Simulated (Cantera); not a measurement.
A Cantera script and what it prints.

```python
import numpy as np
import cantera as ct

gas_names = """
    H H2 N NH NH2 NH3 N2 N2H2 N2H4 Si SiH SiH2 SiH3 SiH4 SiN Si2 Si2N Si3
""".split()
cond_names = """
    Si(cr) Si(L) Si3N4(a)
""".split()


# ... load() reads the species with a 1 bar reference pressure and builds the phases ...
atoms = {
    'SiH4': {'Si': 1, 'H': 4},
    'N2': {'N': 2},
    'H2': {'H': 2},
}
top_T = {'Si3N4(a)': 2400}  # K; cautious upper limits of use, not melting points


# ... equilibrate(T, P, feed) seeds the gas with the atoms and calls Mixture.equilibrate('TP', solver="vcs", rtol=1e-11, max_steps=5000) ...
results = []
feed = {'SiH4': 1, 'N2': 3, 'H2': 0.32}  # mol
P = 470  # Pa
for T in [898, 998, 1098, 1198, 1298, 1398, 1498, 1598, 1698, 1798, 1898, 1998]:
    mix = equilibrate(T, P, feed)
    results.append((T, P, feed, dict(zip(mix.species_names, mix.species_moles))))

top = {s: max(r[3][s] / sum(r[3][g] for g in gas_names) for r in results) for s in gas_names}
cols = sorted((s for s in top if top[s] > 1e-06), key=lambda s: -top[s])[:5]
seen = [c for c in cond_names if any(r[3].get(c, 0) > 1e-12 for r in results)]
print("log10 of partial pressures in bar; condensed amounts in mol")
print(f"{'T/K':>10s}" + "".join(f"{s[:9]:>10s}" for s in cols + seen))
for T, P, feed, n in results:
    ng = sum(n[g] for g in gas_names)
    print(f"{T:10.4g}" + "".join(f"{np.log10(max(n[s] / ng * P / 1e5, 1e-99)):10.3f}" for s in cols)
          + "".join(f"{n.get(c, 0):10.4g}" for c in seen))
```

It prints:

```
log10 of partial pressures in bar; condensed amounts in mol
       T/K        N2        H2         H        Si       SiH     Si(L)  Si3N4(a)
       898    -2.628    -2.630   -11.276   -25.326   -24.346         0    0.3333
       998    -2.628    -2.630    -9.982   -21.264   -20.728         0    0.3333
      1098    -2.628    -2.630    -8.922   -17.946   -17.775         0    0.3333
      1198    -2.628    -2.630    -8.036   -15.187   -15.320         0    0.3333
      1298    -2.628    -2.630    -7.285   -12.857   -13.248         0    0.3333
      1398    -2.628    -2.630    -6.640   -10.864   -11.477         0    0.3333
      1498    -2.628    -2.630    -6.080    -9.141    -9.946         0    0.3333
      1598    -2.628    -2.631    -5.589    -7.637    -8.611         0    0.3333
      1698    -2.628    -2.631    -5.155    -6.313    -7.436         0    0.3331
      1798    -2.578    -2.691    -4.799    -5.511    -6.797    0.9959         0
      1898    -2.580    -2.695    -4.454    -4.911    -6.317    0.9841         0
      1998    -2.584    -2.704    -4.147    -4.371    -5.890    0.9456         0
```

These are equilibrium values from Cantera (NASA tables, ideal gas, pure condensed phases), not measurements of a reactor. N2 is the only nitrogen source here; it is nearly inert below about 1500 K, so the nitride shown seldom forms there in practice. The tables' values for SiN are old estimates; treat these amounts as uncertain. Gases not in the tables: Si2H6 and higher silanes.
